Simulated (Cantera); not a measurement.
Cantera with NASA thermochemical tables; ideal gases at 1 bar, condensed phases pure. Values are per mole of reaction as written; species without (g) are pure solids or liquids, kept so even where they would boil at 1 bar.

Q: Between 300 and 1073 K, where is each reaction favourable under standard conditions?
- 2 SO₃(g) + 2 Na ⇌ Na₂SO₄ + SO₂(g)
- Na₂S + 2 SO₂(g) ⇌ Na₂SO₄ + 2 S

A: 
- 2 SO₃(g) + 2 Na ⇌ Na₂SO₄ + SO₂(g): ΔG° is -828 kJ at 300 K and -673 kJ at 1073 K; it stays negative (K > 1). ΔH° is -864 kJ and ΔS° -178 J/K at 1073 K.
- Na₂S + 2 SO₂(g) ⇌ Na₂SO₄ + 2 S: ΔG° is -314 kJ at 300 K and -68 kJ at 1073 K; it stays negative (K > 1). ΔH° is -371 kJ and ΔS° -283 J/K at 1073 K.
